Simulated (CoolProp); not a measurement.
Vapour-liquid equilibrium of dimethyl ether (1) + R236FA (2) at 15.3 kPa; x and y are mole fractions of (1).

Values from CoolProp's multi-fluid Helmholtz-energy mixture model, Wu 2011 and Pan 2012; pair parameters Bell 2016.

| x | bubble temperature (°C) | y at the bubble point | dew temperature at overall composition x (°C) | liquid density (mol/L) |
|---|---|---|---|---|
| 0.05 | -39.6 | 0.068 | -39.5 | 10.48 |
| 0.15 | -40.4 | 0.219 | -40.0 | 10.97 |
| 0.25 | -41.8 | 0.386 | -40.7 | 11.50 |
| 0.35 | -43.7 | 0.555 | -41.5 | 12.07 |
| 0.45 | -46.3 | 0.706 | -42.5 | 12.70 |
| 0.55 | -49.2 | 0.825 | -43.7 | 13.37 |
| 0.65 | -52.4 | 0.907 | -45.2 | 14.09 |
| 0.75 | -55.4 | 0.956 | -47.2 | 14.87 |
| 0.85 | -58.0 | 0.983 | -50.0 | 15.68 |
| 0.95 | -60.1 | 0.996 | -54.9 | 16.55 |

No azeotrope shows between x = 0.05 and 0.95.

Pair parameters are fitted to limited data, so mixtures are less certain than the pure fluids.
